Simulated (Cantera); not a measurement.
Cantera with NASA thermochemical tables; ideal gases at 1 bar, condensed phases pure. Values are per mole of reaction as written; species without (g) are pure solids or liquids, kept so even where they would boil at 1 bar.

Task: Between 1148 and 1398 K, where is each reaction favourable under standard conditions?
- 2 Cu2O + H2(g) → Cu(OH)2 + 3 Cu

Result: 
- 2 Cu2O + H2(g) → Cu(OH)2 + 3 Cu: ΔG° is 6 kJ at 1148 K and 28 kJ at 1398 K; it stays positive (K < 1). ΔH° is -57 kJ and ΔS° -61 J/K at 1398 K.
